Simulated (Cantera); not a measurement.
Input: 1 mol Al₂O₃, 2.5 mol Cl₂, 9.4 mol O₂, equilibrated at 100000 Pa.

Equilibrium computed with Cantera from the NASA thermochemical tables; the gas is ideal and each condensed phase is pure. Candidate condensed phases: Al, AlCl₃, Al₂O₃; 17 gas species. Rates play no part.

Over these rows the condensed part is Al₂O₃(s). Partial pressures as log10 of bar:

```tsv
T (K)	1000/T (1/K)	log p AlCl₃	log p O₂	log p Cl₂	log p Cl
1350	0.7407	-5.29	-0.10	-0.69	-2.06
1400	0.7143	-4.96	-0.11	-0.69	-1.89
1450	0.6897	-4.65	-0.11	-0.70	-1.74
1500	0.6667	-4.37	-0.11	-0.71	-1.59
1550	0.6452	?	-0.11	-0.73	-1.45
1600	0.6250	-3.89	-0.11	-0.74	-1.33
```

Task: Fit log p(AlCl₃) = a + b·(1000/T) to the five rows, give the apparent enthalpy, and predict the row at 1550 K.

Result: Means: 1000/T = 0.6873, log p = -4.632. Sxy = -0.095660, Sxx = 0.0078920, so b = -12.12 and a = -4.632 − (-12.12)×0.6873 = 3.70.
Apparent enthalpy: −19.145 × (-12.12) = 232 kJ/mol. With the condensed phases at unit activity, 1/2 Al₂O₃(s) + 3/2 Cl₂(g) = AlCl₃(g) + 3/4 O₂(g) links this pressure to the main gases: over the six rows their terms move log p by -0.07 in all, so the slope is close to that reaction's ΔH°. The five rows lie within 0.02 of the line.
Prediction at 1550 K: 3.70 + (-12.12)×0.6452 = -4.12. The computed value is -4.12, 0.00 from the line.
